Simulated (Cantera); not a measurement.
A perfectly stirred reactor is fed with CH4 : H2O = 1 : 1.2 (molar parts), at 5.00 bar; it is held at 1450 K, and followed from long to short residence time.

Cantera simulation using GRI-Mech 3.0 (53 species, 325 reactions); the numbers are that mechanism's predictions, not measurements.

Task: Predict: x(CH4) at τ = 2.20 s; x(H2O) at τ = 2.20 s; x(CO2) at τ = 2.20 s; x(CO) at τ = 2.20 s; x(CH4) at τ = 0.110 s; x(H2O) at τ = 0.110 s; x(CO2) at τ = 0.110 s; x(CO) at τ = 0.110 s.

Result: 
| Item | Value |
|---|---|
| x(CH4) at τ = 2.20 s | 0.231 |
| x(H2O) at τ = 2.20 s | 0.424 |
| x(CO2) at τ = 2.20 s | 0.00952 |
| x(CO) at τ = 2.20 s | 0.0174 |
| x(CH4) at τ = 0.110 s | 0.371 |
| x(H2O) at τ = 0.110 s | 0.516 |
| x(CO2) at τ = 0.110 s | 0.000118 |
| x(CO) at τ = 0.110 s | 0.000885 |
